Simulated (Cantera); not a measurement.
A perfectly stirred reactor is fed with 17.1 % H2, 14.8 % O2, 55.6 % N2, 12.5 % H2O, at 1200000 Pa; it is adiabatic with a 675 K inlet, and is followed from long to short residence time, starting on the burning branch (τ in s: 0.4, 0.14, 0.047, 0.016, 0.0056, 0.0019, 0.00067, 0.00023, 7.9e-05, 2.7e-05, 9.4e-06).

Computed with Cantera and GRI-Mech 3.0 (53 species, 325 reactions). The hydrogen kinetics of GRI-Mech 3.0 are dated; newer H2 mechanisms differ, most at raised pressure. The pressure lies above the range GRI-Mech 3.0 was tuned for (to about 10 atm).

**Question.** Predict: blow-out, bracketed by the residence times tried; x(H2) at τ = 0.400 s; x(O2) at τ = 0.400 s; x(H2O) at τ = 0.400 s; x(HO2) at τ = 0.400 s; x(OH) at τ = 0.400 s; x(H2) at τ = 1.90 ms; x(O2) at τ = 1.90 ms; x(H2O) at τ = 1.90 ms; x(HO2) at τ = 1.90 ms; x(OH) at τ = 1.90 ms.

**Answer.** 
```json
{
  "blow_out_bracketed_by_the_residence_times_tried": "burning at 9.40 µs, the shortest tried",
  "x(H2) at τ = 0.400 s": "4.95e-5",
  "x(O2) at τ = 0.400 s": "0.0675",
  "x(H2O) at τ = 0.400 s": "0.324",
  "x(HO2) at τ = 0.400 s": "2.69e-6",
  "x(OH) at τ = 0.400 s": "0.000898",
  "x(H2) at τ = 1.90 ms": "0.000353",
  "x(O2) at τ = 1.90 ms": "0.0676",
  "x(H2O) at τ = 1.90 ms": "0.323",
  "x(HO2) at τ = 1.90 ms": "8.12e-6",
  "x(OH) at τ = 1.90 ms": "0.00141"
}
```
